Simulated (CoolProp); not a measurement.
The fluid at 298.15 K and 0.904 MPa is throttled through a valve to 0.373 MPa with no heat exchange. The same conditions are run with several fluids, on thermodynamics alone (safety and materials aside).

Computed with CoolProp (reference Helmholtz-energy equation of state of each fluid (R404A: Lemmon 2003; oxygen: Schmidt 1985; R410A: Lemmon 2003; CH3F (R41): Lemmon 2006; carbon monoxide: Lemmon 2006)). Blends and air are pseudo-pure fits.

```
fluid            temperature change (K)  final density (kg/m³)
---------------  ----------------------  ---------------------
R404A                             -10.6                      …
oxygen                                …                      …
R410A                                 …                      …
CH3F (R41)                            …                      …
carbon monoxide                    -1.3                      …
```

Problem. What belongs in the gaps?

Solution. 
- R404A, final density (kg/m³): 16.4
- oxygen, temperature change (K): -1.4
- oxygen, final density (kg/m³): 4.85
- R410A, temperature change (K): -11.6
- R410A, final density (kg/m³): 12.1
- CH3F (R41), temperature change (K): -9.9
- CH3F (R41), final density (kg/m³): 5.49
- carbon monoxide, final density (kg/m³): 4.24
